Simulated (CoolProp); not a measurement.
Vapour-liquid equilibrium of dimethyl carbonate (1) + ethanol (2) at 283 K; x and y are mole fractions of (1).

Computed with CoolProp (multi-fluid Helmholtz-energy mixture model, Zhou 2011 and Schroeder 2014; pair parameters Bell 2016).

### Question
Give the bubble pressure and the first vapour's composition at x = 0.05, 0.35, 0.8. Is there an azeotrope?

### Answer
x = 0.05: 0.03711 bar, y = 0.198; x = 0.35: 0.04689 bar, y = 0.462; x = 0.8: 0.04428 bar, y = 0.608. y crosses x between x = 0.35 and 0.5: the model has an azeotrope there.

The pair parameters rest on a limited set of measurements; away from them the model extrapolates. With so large a gap from Raoult's law the liquid may split in two, which this calculation doesn't test in full.
